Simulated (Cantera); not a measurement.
Charge: 1 mol B2H6, 9.1 mol O2, 11 mol N2, equilibrated at 873.15 K and 13.3 mbar.

These are equilibrium values from Cantera (NASA tables, ideal gas, pure condensed phases), not measurements of a reactor. Candidate condensed phases: B, BN, B2O3, B3O3H3, H2O; 39 gas species. The feed counts by its element totals alone. Gases not in the tables: H3BO3. Equilibrium is a limit: real reactors are often held back by kinetics, nucleation or transport.

Q: What is the equilibrium state?

A: 
```json
{
  "x(N2)": "0.547",
  "x(O2)": "0.304",
  "x(H2O)": "0.149",
  "x((HBO2)3)": "0.000377",
  "x(NO)": "6.35e-6",
  "x(HBO2)": "4.08e-6",
  "n(B2O3(l))": "0.989 mol",
  "gas_amount": "20.10 mol",
  "log10 activity of B(s) (absent)": "-29.51",
  "log10 activity of B3O3H3(s) (absent)": "-55.44"
}
```
